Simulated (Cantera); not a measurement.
# Catalytic combustion on Pt

An isothermal plug-flow reactor at 975 K and 0.720 bar (inlet), inlet velocity 4.7 m/s, active area per volume 2400 1/m; feed CO : O2 : N2 = 0.0091 : 0.15 : 0.79 (molar parts), equivalence ratio 0.030.

Detailed kinetics in Cantera: Deutschmann's 1995 Pt surface mechanism with GRI-Mech 3.0 gas chemistry. Catalytic surfaces can have several steady states; this one follows from the mechanism file's or the stated starting coverage. Mass transfer to the wall is taken as infinitely fast.

```tsv
z (m)	x CO	x O2	x H2O	x CO2	θ free Pt	θ O*
0.00028	0.00128	0.155	<1e-12	0.00835	0.175	0.825
0.00054	0.000342	0.154	<1e-12	0.00929	0.169	0.831
0.001	3.61e-5	0.154	<1e-12	0.00960	0.167	0.833
0.002	2.83e-7	0.154	<1e-12	0.00963	0.167	0.833
0.0039	2.84e-11	0.154	<1e-12	0.00963	0.167	0.833
0.0075	<1e-12	0.154	<1e-12	0.00963	0.167	0.833
0.014	<1e-12	0.154	<1e-12	0.00963	0.167	0.833
0.028	<1e-12	0.154	<1e-12	0.00963	0.167	0.833
```
x: gas mole fraction; θ: surface coverage.
